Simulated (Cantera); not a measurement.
Input: 1 mol SiCl4, 1.2 mol NH3, 31 mol H2, at 87000 Pa.

Cantera equilibrium calculation (NASA polynomials, part measured and part estimated; ideal gas, pure solids and liquids). Candidate condensed phases: NH4Cl, Si, Si3N4; 28 gas species. Gases not in the tables: Si2H6 and higher silanes. Kinetics and transport are ignored.

Question: Which condensed phases are stable at each of these points (T (°C)): 450, 650, 850, 1050, 1250, 1450, 1650, 1850?

Answer: 
```tsv
T (°C)	condensed phases	Si condensed (%)
450	Si3N4(s)	77.4
650	Si3N4(s)	84.4
850	Si3N4(s)	86.7
1050	Si3N4(s)	86.7
1250	Si3N4(s)	78.3
1450	Si3N4(s)	48.8
1650	Si(l)	36.1
1850	Si(l)	41.8
```

From 450 °C to 1450 °C the condensed part is Si3N4(s). From 1650 °C to 1850 °C the condensed part is Si(l).
